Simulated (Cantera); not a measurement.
Standard-state values (1 bar) from the NASA 1993 polynomials, evaluated with Cantera. Values are per mole of reaction as written; species without (g) are pure solids or liquids, kept so even where they would boil at 1 bar.

AlBr₃(g) + NH₃(g) = N(g) + 3 HBr(g) + Al

```csv
T (K),ΔH° (kJ),ΔS° (J/K),ΔG° (kJ),log10 K
2700,851.6,272.0,117.2,-2.27
2725,?,?,?,?
2750,851.8,272.1,103.6,-1.97
2775,?,?,?,?
2800,?,?,?,?
```

Problem. Complete the blanks.

Solution. 
- 2725, ΔH° (kJ): 851.7
- 2725, ΔS° (J/K): 272.0
- 2725, ΔG° (kJ): 110.4
- 2725, log10 K: -2.12
- 2775, ΔH° (kJ): 851.9
- 2775, ΔS° (J/K): 272.1
- 2775, ΔG° (kJ): 96.8
- 2775, log10 K: -1.82
- 2800, ΔH° (kJ): 852.0
- 2800, ΔS° (J/K): 272.1
- 2800, ΔG° (kJ): 90.0
- 2800, log10 K: -1.68
